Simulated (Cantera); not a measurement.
A perfectly stirred reactor is fed with 38.1 % CH₄, 61.9 % CO₂, at 4050 Torr; it is held at 1998 K, and followed from long to short residence time.

Cantera simulation using GRI-Mech 3.0 (53 species, 325 reactions); the numbers are that mechanism's predictions, not measurements.

Predict: x(CH₄) at τ = 0.700 s; x(CO₂) at τ = 0.700 s; x(OH) at τ = 0.700 s; x(H) at τ = 0.700 s; x(CH₄) at τ = 31.0 ms; x(CO₂) at τ = 31.0 ms; x(OH) at τ = 31.0 ms; x(H) at τ = 31.0 ms.


```
Quantity                 Result
---------------------  --------
x(CH₄) at τ = 0.700 s   0.00210
x(CO₂) at τ = 0.700 s    0.0367
x(OH) at τ = 0.700 s    1.24e-5
x(H) at τ = 0.700 s    0.000394
x(CH₄) at τ = 31.0 ms    0.0120
x(CO₂) at τ = 31.0 ms    0.0579
x(OH) at τ = 31.0 ms    1.82e-5
x(H) at τ = 31.0 ms    0.000362
```
